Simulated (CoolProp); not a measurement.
Vapour-liquid equilibrium of n-hexane (1) + n-decane (2) at 0.039 MPa; x and y are mole fractions of (1).

Values from CoolProp's multi-fluid Helmholtz-energy mixture model, Thol 2019 and Lemmon 2006; pair parameters Kunz 2012.

```csv
x,"bubble temperature, mixture model (K)","bubble temperature, Raoult's law (K)","y, mixture model","y, Raoult's law"
0.05,395.7,393.0,0.454,0.511
0.15,371.2,368.1,0.801,0.830
0.25,355.8,353.4,0.908,0.921
0.35,345.2,343.5,0.951,0.957
0.45,337.4,336.2,0.972,0.975
0.55,(withheld),330.5,(withheld),0.985
0.65,326.3,325.8,(withheld),0.991
0.75,322.2,321.9,0.994,0.995
0.85,318.7,318.6,0.997,0.997
0.95,315.7,315.7,0.999,0.999
```

### Question
Complete the blanks.

### Answer

- 0.55, bubble temperature, mixture model (K): 331.2
- 0.55, y, mixture model: 0.983
- 0.65, y, mixture model: 0.990

The largest gap from Raoult's law is +3.1 K in bubble temperature, at x = 0.15. No azeotrope shows between x = 0.05 and 0.95.

Pair parameters are fitted to limited data, so mixtures are less certain than the pure fluids.
